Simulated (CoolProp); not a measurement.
Vapour-liquid equilibrium of R22 (1) + c-C4F8 (RC318) (2) at 1570 kPa; x and y are mole fractions of (1).

Model: multi-fluid Helmholtz-energy mixture model, Kamei 1995 and Platzer 1990; pair parameters Bell 2016, in CoolProp. This equation is an older, rougher fit; its heat capacities, sound speeds and derivatives of the liquid may be far off and weren't checked against measurements.

### Question
Give the bubble temperature and the first vapour's composition at x = 0.35, 0.8, 0.95. Is there an azeotrope?

### Answer
x = 0.35: 336.2 K, y = 0.578; x = 0.8: 317.1 K, y = 0.882; x = 0.95: 314.6 K, y = 0.962. No azeotrope shows between x = 0.05 and 0.95.

Pair parameters are fitted to limited data, so mixtures are less certain than the pure fluids. The gap from Raoult's law changes sign with composition, which may be real or a fault of the pair parameters; it wasn't checked against measurements.
